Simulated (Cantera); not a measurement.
A Cantera script and what it prints.

```python
import numpy as np
import cantera as ct

gas_names = """
    AL ALH ALN ALO ALOH ALO2 ALO2H AL2 AL2O AL2O2 H HALO HNO HNO2 HNO3 HO2 H2 H2O H2O2 N NH NH2 NH3
    NH2OH NO NO2 NO3 N2 N2H2 N2H4 N2O O OH O2 O3
""".split()
cond_names = """
    AL(cr) AL(L) ALN(s) AL2O3(a) AL2O3(L) H2O(s) H2O(L)
""".split()


# ... load() reads the species with a 1 bar reference pressure and builds the phases ...
atoms = {
    'Al': {'AL': 1},
    'N2O': {'N': 2, 'O': 1},
    'H2': {'H': 2},
}
top_T = {'ALN(s)': 2750}  # K; cautious upper limits of use, not melting points


# ... equilibrate(T, P, feed) seeds the gas with the atoms and calls Mixture.equilibrate('TP', solver="vcs", rtol=1e-11, max_steps=5000) ...
results = []
feed = {'Al': 1, 'N2O': 0.62, 'H2': 28}  # mol
P = 93  # Pa
for T in [873, 1073, 1273, 1473, 1673, 1873, 2073]:
    mix = equilibrate(T, P, feed)
    results.append((T, P, feed, dict(zip(mix.species_names, mix.species_moles))))
    x = sorted(zip(gas.X, gas.species_names), reverse=True)
    print(f"T = {T:g} K  P = {P:g} Pa  gas = {mix.phase_moles(0):.4g} mol")
    print("   x: " + "  ".join(f"{s} {v:.3e}" for v, s in x if v > 0.001))
    print("   condensed (mol): " + ("  ".join(f"{mix.phase(i).name} {mix.phase_moles(i):.4g}"
          for i in range(1, mix.n_phases) if mix.phase_moles(i) > 1e-12) or "none"))
```

Output:

```
T = 873 K  P = 93 Pa  gas = 28.33 mol
   x: H2 9.885e-01  N2 1.153e-02
   condensed (mol): ALN(s) 0.5867  AL2O3(a) 0.2067
T = 1073 K  P = 93 Pa  gas = 28.33 mol
   x: H2 9.885e-01  N2 1.153e-02
   condensed (mol): ALN(s) 0.5867  AL2O3(a) 0.2067
T = 1273 K  P = 93 Pa  gas = 28.33 mol
   x: H2 9.884e-01  N2 1.153e-02
   condensed (mol): ALN(s) 0.5867  AL2O3(a) 0.2067
T = 1473 K  P = 93 Pa  gas = 28.33 mol
   x: H2 9.880e-01  N2 1.153e-02
   condensed (mol): ALN(s) 0.5864  AL2O3(a) 0.2067
T = 1673 K  P = 93 Pa  gas = 28.59 mol
   x: H2 9.774e-01  N2 1.404e-02  H 3.692e-03  AL 3.588e-03  AL2O 1.181e-03
   condensed (mol): ALN(s) 0.437  AL2O3(a) 0.1954
T = 1873 K  P = 93 Pa  gas = 29.46 mol
   x: H2 9.401e-01  N2 2.105e-02  H 2.052e-02  AL 1.316e-02  AL2O 4.960e-03
   condensed (mol): AL2O3(a) 0.1572
T = 2073 K  P = 93 Pa  gas = 30.41 mol
   x: H2 8.797e-01  H 8.089e-02  N2 2.039e-02  AL 1.394e-02  AL2O 4.157e-03
   condensed (mol): AL2O3(a) 0.1564
```

Method: chemical equilibrium by Gibbs-energy minimisation in Cantera with the NASA 1993 tables (ideal gas, pure condensed phases). Mutual solubility and eutectic melting of coexisting phases are not modelled. The tables' values for AlOH are old estimates; treat these amounts as uncertain. Condensed phases not in the tables: aluminium oxynitride.
